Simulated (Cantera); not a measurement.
Input: 1 mol MgO, 0.066 mol Br2, 0.11 mol H2, at 1350 °C and 0.340 bar.

Cantera equilibrium calculation (NASA polynomials, part measured and part estimated; ideal gas, pure solids and liquids). Rates play no part.

```tsv
species	before	after
HBr	0.481	0.589
H2	0.253	0.251
H2O	0.129	0.0793
MgBr2	0.129	0.0793
MgBr	3.77e-5	1.33e-6
H	5.96e-5	4.06e-6
Br	0.00741	0.00145
Br2	6.21e-5	2.56e-5
MgO(s), mol	0.977	0.986
```
Gas species are given as mole fractions.

Problem. Name the change that produced these shifts.
(A) Br2 from 0.066 to 0.64 mol
(B) temperature from 1350 °C to 1400 °C
(C) temperature from 1350 °C to 825 °C
(D) temperature from 1350 °C to 1125 °C

Solution. D, temperature from 1350 °C to 1125 °C
